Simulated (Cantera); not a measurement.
**Adiabatic ignition**

An adiabatic, constant-volume homogeneous reactor starts with 5.81 % CH3OH, 19.8 % O2, 74.4 % N2, at 1325 K and 7.80 atm.

Computed with Cantera and GRI-Mech 3.0 (53 species, 325 reactions). GRI-Mech 3.0 was tuned for natural gas; its chemistry of methanol as a main component is partial and can be far from experiment.

```csv
t (s),T (K),P (bar),x CH3OH,x O2,x H2,x O,x CO,x H2O
2.00e-6,1325,7.90,0.0581,0.198,3.86e-7,8.01e-10,1.45e-7,6.61e-7
6.29e-6,1325,7.90,0.0581,0.198,1.30e-6,8.71e-10,4.61e-7,2.13e-6
1.98e-5,1325,7.90,0.0581,0.198,4.58e-6,9.92e-10,1.49e-6,7.07e-6
6.23e-5,1325,7.90,0.0580,0.198,2.03e-5,1.60e-9,5.25e-6,3.10e-5
0.000196,1327,7.92,0.0572,0.198,0.000289,1.44e-8,6.60e-5,0.000581
0.000617,2510,15.5,<1e-12,0.106,0.000534,0.00127,0.00167,0.109
0.00194,2499,15.4,<1e-12,0.103,0.000514,0.00119,0.00160,0.109
0.00612,2484,15.3,<1e-12,0.100,0.000488,0.00109,0.00151,0.109
0.0192,2480,15.3,<1e-12,0.0992,0.000480,0.00106,0.00148,0.109
0.0606,2480,15.3,<1e-12,0.0992,0.000480,0.00106,0.00148,0.109
0.191,2480,15.3,<1e-12,0.0992,0.000480,0.00106,0.00148,0.109
0.600,2480,15.3,<1e-12,0.0992,0.000480,0.00106,0.00148,0.109
```
x: mole fraction; the columns are a selection and need not sum to one.

- time of steepest temperature rise: 0.319 ms
- temperature at 0.600 s: 2480 K
- equilibrium temperature: 2480 K
- x(CH3OH) at 0.600 s: <1e-12 (gas-phase equilibrium <1e-12)
- x(O2) at 0.600 s: 0.0992 (gas-phase equilibrium 0.0992)
- x(H2) at 0.600 s: 0.000480 (gas-phase equilibrium 0.000480)
